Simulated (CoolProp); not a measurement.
The numbers come from the reference Helmholtz-energy equation of state, Lemmon 2006 in CoolProp. It is a short technical equation, of lower accuracy than the large ones.

Q: For n-nonane, give the phase and the Joule-Thomson coefficient (K/MPa), conductivity (mW/(m K)) at 600 K and 0.583 bar; 600 K and 3.97 bar; 600 K and 43.7 bar.

A: 
- 600 K and 0.583 bar: gas; Joule-Thomson coefficient 7.65, conductivity 41.0
- 600 K and 3.97 bar: gas; Joule-Thomson coefficient 8.38, conductivity 41.6
- 600 K and 43.7 bar: supercritical; Joule-Thomson coefficient 1.41, conductivity 73.5

Thermal conductivity comes from a separate model (Huber 2005).
